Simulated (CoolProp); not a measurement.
Computed with CoolProp (reference Helmholtz-energy equation of state, de Reuck 1990).

**Question.** Give the vapour pressure (kPa), liquid density (kg/m³), vapour density (kg/m³), enthalpy of vaporisation (kJ/kg) of saturated fluorine at -186.45, -165.95, -152.25 °C.

**Answer.** 
| T (°C) | p (kPa) | liquid density (kg/m³) | vapour density (kg/m³) | enthalpy of vaporisation (kJ/kg) |
|---|---|---|---|---|
| -186.45 | 122 | 1490 | 6.70 | 173 |
| -165.95 | 735 | 1330 | 36.0 | 149 |
| -152.25 | 1720 | 1200 | 84.5 | 126 |
